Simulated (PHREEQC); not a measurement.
Make-up at 20 °C: 0.0012 mol CaBr2, 0.0013 mol FeCl3 and 0.00012 mol Fe(NO3)3 per kg of water. Closed to the air; pH follows from the charge balance.

Computed with PHREEQC (ion-association model, phreeqc.dat).

Precipitation was switched off in this run.

Question: Predict the pH, ionic strength.

Answer: pH 2.94; ionic strength 0.00997 mol/kgw.

Question: In which forms is Fe present?

Answer: FeOH+2 59 %, Fe+3 21 %, Fe(OH)2+ 10 %, Fe2(OH)2+4 7.5 %, FeCl+2 1.3 %, Fe3(OH)4+5 1.2 % of the Fe.

The solution is supersaturated, for example in Fe(OH)3(a), Hematite (slow to form), so a real one may precipitate; this is no full list.
